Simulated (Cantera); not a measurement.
A Cantera script and what it prints.

```python
import numpy as np
import cantera as ct

gas_names = """
    H2O2 NO H2 OH NH3
""".split()
cond_names = """
    Cr2N(s) Cr2O3(s) Cr2O3(L)
""".split()


# ... load() reads the species with a 1 bar reference pressure and builds the phases ...
species = {s.name: s for s in load("nasa_gas.yaml", gas_names) + load("nasa_condensed.yaml", cond_names)}
# Each term lists the table entries of one substance; the one whose range holds T is used.
reactions = {
    'Cr2N + 2 H2O2(g) = NO(g) + Cr2O3 + 2 H2(g)':
        [(-1, ['Cr2N(s)']), (-2, ['H2O2']), (1, ['NO']), (1, ['Cr2O3(s)', 'Cr2O3(L)']), (2, ['H2'])],
    'Cr2N + 3 OH(g) = NH3(g) + Cr2O3':
        [(-1, ['Cr2N(s)']), (-3, ['OH']), (1, ['NH3']), (1, ['Cr2O3(s)', 'Cr2O3(L)'])],
}


def pick(names, T):
    return next(species[n] for n in names if species[n].thermo.min_temp <= T <= species[n].thermo.max_temp)


results = []
for label, terms in reactions.items():
    print(label)
    print("     T/K   dH/kJ  dS/(J/K)   dG/kJ   log10 K")
    for T in [300, 1475, 1575, 1675, 1775, 1875]:
        used = [(nu, pick(names, T)) for nu, names in terms]
        dH = sum(nu * s.thermo.h(T) for nu, s in used) / 1e6
        dS = sum(nu * s.thermo.s(T) for nu, s in used) / 1e3
        dG = dH - T * dS / 1e3
        logK = -dG * 1e6 / (ct.gas_constant * T * np.log(10))
        results.append((label, T, dH, dS, dG, logK, [s.name for _, s in used]))
        print(f"{T:8g} {dH:8.1f} {dS:8.1f} {dG:8.1f} {logK:8.2f}")
```

It prints:

```
Cr2N + 2 H2O2(g) = NO(g) + Cr2O3 + 2 H2(g)
     T/K   dH/kJ  dS/(J/K)   dG/kJ   log10 K
     300   -645.6     18.3   -651.1   113.36
    1475   -630.4     50.7   -705.2    24.97
    1575   -631.5     50.0   -710.2    23.55
    1675   -632.8     49.2   -715.2    22.30
    1775   -634.4     48.2   -720.0    21.19
    1875   -636.3     47.2   -724.8    20.19
Cr2N + 3 OH(g) = NH3(g) + Cr2O3
     T/K   dH/kJ  dS/(J/K)   dG/kJ   log10 K
     300  -1173.5   -343.6  -1070.5   186.38
    1475  -1176.2   -348.5   -662.2    23.45
    1575  -1176.8   -348.8   -627.4    20.81
    1675  -1177.4   -349.2   -592.4    18.48
    1775  -1178.2   -349.7   -557.5    16.41
    1875  -1179.1   -350.2   -522.5    14.56
```

Cantera with NASA thermochemical tables; ideal gases at 1 bar, condensed phases pure. Condensed species are held in their standard states even where they would react or evaporate.
